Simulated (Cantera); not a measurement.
Charge: 1 mol Fe2O3, a varied amount of H2, 3.1 mol H2O, equilibrated at 1950 °C and 0.133 bar.

Cantera equilibrium calculation (NASA polynomials, part measured and part estimated; ideal gas, pure solids and liquids). Candidate condensed phases: Fe, FeO, Fe(OH)2, Fe(OH)3, Fe2O3, Fe3O4, H2O; 12 gas species. Each liquid is taken as pure. Mutual solubility and eutectic melting of coexisting phases are not modelled. The tables' stoichiometric FeO is somewhat more stable than real wüstite, so its field is too wide. FeO: taken at fixed stoichiometry. Kinetics and transport are ignored.

Question: What share of the Fe ends up in condensed phases as a function of n(H2) (mol), at 5.8, 9.9, 14, 18, 22, 26, 30, 35, 39, 43, 47?

Answer: 
```
n(H2) (mol)  Fe condensed (%)              as
-----------  ----------------  --------------
5.8                      93.4          FeO(l)
9.9                      83.5          FeO(l)
14                       76.7  Fe(l) + FeO(l)
18                       71.4           Fe(l)
22                       66.2           Fe(l)
26                       60.9           Fe(l)
30                       55.6           Fe(l)
35                       49.0           Fe(l)
39                       43.7           Fe(l)
43                       38.4           Fe(l)
47                       33.1           Fe(l)
```
